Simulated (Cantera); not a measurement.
Cantera run, input and output.

```python
import numpy as np
import cantera as ct

gas = ct.Solution("gri30.yaml")
gas.TPX = 2175, 7500, {'NO': 1, 'N2': 2.1}
reactor = ct.IdealGasConstPressureReactor(gas, energy="off", clone=False)
net = ct.ReactorNet([reactor])
net.rtol, net.atol = 1e-08, 1e-18
show = ['NO', 'O2', 'NO2', 'N2O', 'O', 'N2']
times = np.geomspace(0.0001, 30, 14)

steps = ct.SolutionArray(gas, extra=["t"])
rows = []
print(f"{'t/s':>10s}{'T/K':>9s}{'P/Pa':>11s}" + "".join(f"{s:>11s}" for s in show))
for t in times:
    while net.time < t:
        t_next = net.step()
        steps.append(gas.state, t=t_next)
    rows.append([np.interp(t, steps.t, y) for y in (steps.T, steps.P, *steps(*show).X.T)])
    print(f"{t:10.3e}{rows[-1][0]:9.1f}{rows[-1][1]:11.4g}" + "".join(f"{x:11.3e}" for x in rows[-1][2:]))
rate = np.gradient(steps.T, steps.t)
print("integrator steps:", len(steps.t))
if steps.T.max() > steps.T[0] + 200:
    print(f"time of steepest temperature rise: {steps.t[rate.argmax()]:.4e} s")
gas.TPX = 2175, 7500, {'NO': 1, 'N2': 2.1}
gas.equilibrate("TP")
print(f"equilibrium (TP): T = {gas.T:.1f} K  " + "  ".join(f"{s} {gas[s].X[0]:.3e}" for s in show))
```

It prints:

```
       t/s      T/K       P/Pa         NO         O2        NO2        N2O          O         N2
 1.000e-04   2175.0       7500  3.226e-01  1.181e-08  1.515e-08  2.840e-06  2.979e-06  6.774e-01
 2.638e-04   2175.0       7500  3.226e-01  8.420e-08  8.949e-08  7.175e-06  8.125e-06  6.774e-01
 6.960e-04   2175.0       7500  3.225e-01  6.241e-07  4.412e-07  1.693e-05  2.320e-05  6.774e-01
 1.836e-03   2175.0       7500  3.225e-01  4.990e-06  1.749e-06  3.393e-05  7.089e-05  6.774e-01
 4.845e-03   2175.0       7500  3.222e-01  4.297e-05  5.682e-06  4.907e-05  2.175e-04  6.775e-01
 1.278e-02   2175.0       7500  3.212e-01  3.463e-04  1.311e-05  4.938e-05  5.381e-04  6.779e-01
 3.372e-02   2175.0       7500  3.176e-01  1.956e-03  1.946e-05  4.548e-05  8.448e-04  6.795e-01
 8.896e-02   2175.0       7500  3.066e-01  7.313e-03  2.509e-05  4.088e-05  1.064e-03  6.849e-01
 2.347e-01   2175.0       7500  2.738e-01  2.348e-02  3.432e-05  3.047e-05  1.500e-03  7.012e-01
 6.192e-01   2175.0       7500  1.844e-01  6.770e-02  3.777e-05  1.242e-05  2.290e-03  7.455e-01
 1.634e+00   2175.0       7500  5.588e-02  1.315e-01  1.593e-05  1.141e-06  3.084e-03  8.095e-01
 4.310e+00   2175.0       7500  1.282e-02  1.530e-01  3.944e-06  1.815e-07  3.309e-03  8.309e-01
 1.137e+01   2175.0       7500  1.054e-02  1.541e-01  3.253e-06  1.651e-07  3.320e-03  8.320e-01
 3.000e+01   2175.0       7500  1.053e-02  1.541e-01  3.252e-06  1.650e-07  3.320e-03  8.321e-01
integrator steps: 940
equilibrium (TP): T = 2175.0 K  NO 1.053e-02  O2 1.541e-01  NO2 3.252e-06  N2O 1.650e-07  O 3.320e-03  N2 8.321e-01
```

Detailed kinetics in Cantera: GRI-Mech 3.0 (53 species, 325 reactions).
